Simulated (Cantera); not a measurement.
A perfectly stirred reactor is fed with C3H8 : O2 : N2 = 1 : 5.38 : 20.2 (molar parts), equivalence ratio 0.93, at 10.0 bar; it is adiabatic with a 500 K inlet, and is followed from long to short residence time, starting on the burning branch (τ in s: 0.14, 0.058, 0.023, 0.0094, 0.0038, 0.0015, 0.00062, 0.00025, 0.0001, 4.1e-05, 1.7e-05, 6.7e-06).

Detailed kinetics in Cantera: GRI-Mech 3.0 (53 species, 325 reactions). GRI-Mech 3.0 was tuned for natural gas; its chemistry of propane as a main component is partial and can be far from experiment.

Task: Predict: blow-out, bracketed by the residence times tried; x(C3H8) at τ = 0.140 s; x(O2) at τ = 0.140 s; x(H) at τ = 0.140 s; x(HO2) at τ = 0.140 s; x(H2) at τ = 0.140 s; x(C3H8) at τ = 0.620 ms; x(O2) at τ = 0.620 ms; x(H) at τ = 0.620 ms; x(HO2) at τ = 0.620 ms; x(H2) at τ = 0.620 ms.

Result: 
```
Item                                                                          Result
------------------------------------------------  ----------------------------------
blow-out, bracketed by the residence times tried  burning at 17.0 µs, out at 6.70 µs
x(C3H8) at τ = 0.140 s                                                       1.78e-8
x(O2) at τ = 0.140 s                                                          0.0139
x(H) at τ = 0.140 s                                                         0.000149
x(HO2) at τ = 0.140 s                                                        2.76e-6
x(H2) at τ = 0.140 s                                                         0.00116
x(C3H8) at τ = 0.620 ms                                                      3.12e-6
x(O2) at τ = 0.620 ms                                                         0.0187
x(H) at τ = 0.620 ms                                                        0.000477
x(HO2) at τ = 0.620 ms                                                       6.09e-6
x(H2) at τ = 0.620 ms                                                        0.00240
```
